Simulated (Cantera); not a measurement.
Charge: 1 mol Ti(OiPr)4, 2.8 mol H2, held at 1.00 bar.

Cantera equilibrium calculation (NASA polynomials, part measured and part estimated; ideal gas, pure solids and liquids). Candidate condensed phases: C, C6H6, C7H8, C8H18, H2O, Ti, TiC, TiO, TiO2, Ti2O3, Ti3O5, Ti4O7; 113 gas species. The feed counts by its element totals alone. Mutual solubility and eutectic melting of coexisting phases are not modelled. TiC: taken at fixed stoichiometry. The numbers say what is thermodynamically allowed, not how fast it happens.

### Question
At 1200 °C, list the 6 most abundant gas species with their mole fractions, and the condensed phases.

### Answer
H2 0.823, CO 0.175, CH4 0.00199, H2O 0.000302, CO2 2.60e-5, H 1.15e-5. Condensed: C(graphite) + TiC(s) + Ti3O5(s).
